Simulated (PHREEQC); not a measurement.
0.2 g of hydrous ferric oxide (600 m²/g; 0.2 weak and 0.005 strong sites per Fe, Dzombak-Morel constants, diffuse double layer) in 1 kg of water with 0.3 mol/kgw of an inert sodium salt and 0.0014 mol H3BO3, at 25 °C; the pH is set by adding NaOH or the inert anion's acid. O2 is buffered at 0.21 atm. CO2 from the air is kept out. Precipitation was switched off in this run.

Base run: PHREEQC, ion-association model, wateq4f.dat. Each further column changes one thing. The table gives surface charge σ (C/m²).

```
pH      base  background salt from 0.3 to 0.03 mol/kgw  oxide from 0.2 to 1 g/kgw  0.0015 mol/kgw Na2SeO4 added
----  ------  ----------------------------------------  -------------------------  ----------------------------
4      0.349                                         …                      0.349                         0.139
4.75   0.295                                     0.184                      0.295                         0.133
5.5    0.210                                     0.111                      0.210                         0.116
5.88   0.167                                     0.082                      0.167                         0.103
6.62   0.095                                     0.042                      0.095                         0.072
7.38   0.041                                     0.017                      0.041                             …
8.12  -0.001                                     0.000                     -0.001                        -0.001
8.5   -0.021                                    -0.008                     -0.021                        -0.022
9.25  -0.068                                    -0.029                     -0.068                        -0.069
10    -0.132                                         …                     -0.132                        -0.132
```

Question: Fill in the missing entries.

Answer: 
- 4, background salt from 0.3 to 0.03 mol/kgw: 0.270
- 7.38, 0.0015 mol/kgw Na2SeO4 added: 0.037
- 10, background salt from 0.3 to 0.03 mol/kgw: -0.063
